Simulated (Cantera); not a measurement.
## Equilibrium for silicon oxide and oxynitride deposition: SiF₄ + O₃ + H₂

A closed system holds: 1 mol SiF₄, 1.4 mol O₃, 0.42 mol H₂, equilibrated at 100 Torr.

Method: chemical equilibrium by Gibbs-energy minimisation in Cantera with the NASA 1993 tables (ideal gas, pure condensed phases). Candidate condensed phases: H₂O, Si, SiO₂; 38 gas species. The tables' values for SiF₃ are old estimates; treat these amounts as uncertain. The tables hold silica as quartz up to 1696 K and as liquid above; real silica turns to tridymite and cristobalite and melts near 1996 K. Equilibrium is a limit: real reactors are often held back by kinetics, nucleation or transport.

```csv
T (°C),x O₂,x SiF₄,x HF,x H₂O,x O,n SiO₂(β-quartz),n SiO₂(condensed)
1050,0.541,0.233,0.211,0.0146,5.36e-7,0.184,0
1125,0.540,0.232,0.216,0.0118,1.85e-6,0.189,0
1200,0.540,0.230,0.220,0.00966,5.61e-6,0.193,0
1275,0.539,0.229,0.223,0.00801,1.53e-5,0.196,0
1350,0.539,0.229,0.226,0.00673,3.82e-5,0.198,0
1425,0.538,0.228,0.228,0.00571,8.79e-5,0,0.200
1500,0.538,0.227,0.229,0.00485,0.000189,0,0.201
1575,0.538,0.227,0.230,0.00416,0.000380,0,0.202
1650,0.537,0.227,0.231,0.00360,0.000726,0,0.203
```
x: gas mole fraction; n: condensed amount in mol.

From 1050 °C to 1350 °C the condensed part is SiO₂(β-quartz). From 1425 °C to 1650 °C the condensed part is SiO₂(condensed). The main Si-bearing gas is SiF₄ throughout. The share of Si in condensed phases is highest at 1650 °C (20.3 %) and lowest at 1050 °C (18.4 %).
